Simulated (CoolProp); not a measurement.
Properties of sulfur hexafluoride along the isobar 853 kPa.

Values from CoolProp's reference Helmholtz-energy equation of state, Guder 2009.

```
T (K)  phase  density (kg/m³)  Joule-Thomson coefficient (K/MPa)
-----  -----  ---------------  ---------------------------------
305.4    gas            54.16                              9.754
324.8    gas            49.89                              7.978
344.1    gas            46.38                              6.691
363.5    gas            43.39                              5.707
382.9    gas            40.82                              4.936
402.2    gas            38.58                              4.319
421.6    gas            36.59                              3.811
441      gas            34.81                              3.388
460.3    gas            33.22                              3.033
479.7    gas            31.77                              2.728
```
